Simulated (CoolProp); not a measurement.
Vapour-liquid equilibrium of CH2F2 (R32) (1) + dimethyl ether (2) at 209 K; x and y are mole fractions of (1).

The numbers come from the multi-fluid Helmholtz-energy mixture model, Tillner-Roth 1997 and Wu 2011; pair parameters Bell 2016 in CoolProp.

| x | bubble pressure, mixture model (MPa) | bubble pressure, Raoult's law (MPa) | y, mixture model | y, Raoult's law |
|---|---|---|---|---|
| 0.05 | 0.01421 | 0.01441 | 0.166 | 0.178 |
| 0.15 | 0.01807 | 0.01829 | ___ | 0.421 |
| 0.25 | 0.02223 | 0.02217 | 0.582 | 0.578 |
| 0.35 | 0.02651 | 0.02605 | 0.697 | 0.689 |
| 0.45 | 0.03073 | 0.02994 | 0.779 | 0.771 |
| 0.55 | 0.03480 | 0.03382 | 0.839 | 0.834 |
| 0.65 | ___ | 0.03770 | ___ | 0.884 |
| 0.75 | ___ | 0.04158 | 0.923 | 0.925 |
| 0.85 | 0.04592 | 0.04546 | 0.955 | 0.959 |
| 0.95 | 0.04947 | 0.04935 | ___ | 0.987 |

**Question.** What belongs in the gaps?

**Answer.** 
- 0.15, y, mixture model: 0.415
- 0.65, bubble pressure, mixture model (MPa): 0.03867
- 0.65, y, mixture model: 0.885
- 0.75, bubble pressure, mixture model (MPa): 0.04235
- 0.95, y, mixture model: 0.985

The largest gap from Raoult's law is +2.9 % in bubble pressure, at x = 0.55. No azeotrope shows between x = 0.05 and 0.95.

The pair parameters rest on a limited set of measurements; away from them the model extrapolates. The gap from Raoult's law changes sign with composition, which may be real or a fault of the pair parameters; it wasn't checked against measurements.
